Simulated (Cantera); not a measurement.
A perfectly stirred reactor is fed with H2 : O2 = 0.019 : 1 (molar parts), at 0.0132 atm; it is held at 1200 K, and followed from long to short residence time.

Model: GRI-Mech 3.0 (53 species, 325 reactions), integrated in Cantera. Radical loss at walls, strong at low pressure, is not modelled.

Problem. What does this change do: temperature 1200 to 1073 K?

Solution. 
```
quantity                  before     after
----------------------  --------  --------
x(H2) at τ = 12.0 s      1.75e-5   3.38e-5
x(O2) at τ = 12.0 s        0.980     0.981
x(H2O) at τ = 12.0 s      0.0186    0.0187
x(H2O2) at τ = 12.0 s    1.70e-8   2.54e-8
x(O) at τ = 12.0 s      0.000560  0.000343
x(H2) at τ = 92.0 ms    0.000294  0.000544
x(O2) at τ = 92.0 ms       0.972     0.975
x(H2O) at τ = 92.0 ms     0.0175    0.0175
x(H2O2) at τ = 92.0 ms   4.02e-8   6.15e-8
x(O) at τ = 92.0 ms      0.00821   0.00529
```
